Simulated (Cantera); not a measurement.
# Adiabatic ignition

An adiabatic, constant-pressure homogeneous reactor starts with 12.5 % CO, 1.88 % H₂, 18.0 % O₂, 67.6 % N₂, equivalence ratio 0.40, at 1525 K and 86000 Pa.

Computed with Cantera and GRI-Mech 3.0 (53 species, 325 reactions).

```csv
t (s),T (K),x CO,x H₂,x O₂,x NO₂,x O
7.00e-6,1525,0.125,0.0188,0.180,<1e-12,1.06e-6
2.83e-5,1527,0.124,0.0160,0.178,<1e-12,0.00155
0.000114,1798,0.0604,0.00123,0.125,8.39e-9,0.0346
0.000461,2181,0.0336,0.000870,0.120,7.52e-8,0.0182
0.00186,2414,0.0162,0.000379,0.118,6.64e-7,0.00658
0.00752,2460,0.0116,0.000269,0.116,2.76e-6,0.00440
0.0304,2450,0.0111,0.000261,0.113,7.19e-6,0.00410
0.123,2445,0.0110,0.000257,0.111,9.16e-6,0.00398
0.495,2445,0.0109,0.000257,0.111,9.18e-6,0.00398
2.00,2445,0.0109,0.000257,0.111,9.18e-6,0.00398
```
x: mole fraction; the columns are a selection and need not sum to one.

| Item | Result |
|---|---|
| time of steepest temperature rise | 41.4 µs |
| temperature at 2.00 s | 2445 K |
| equilibrium temperature | 2445 K |
| x(CO) at 2.00 s | 0.0109 (gas-phase equilibrium 0.0109) |
| x(H₂) at 2.00 s | 0.000257 (gas-phase equilibrium 0.000257) |
| x(O₂) at 2.00 s | 0.111 (gas-phase equilibrium 0.111) |
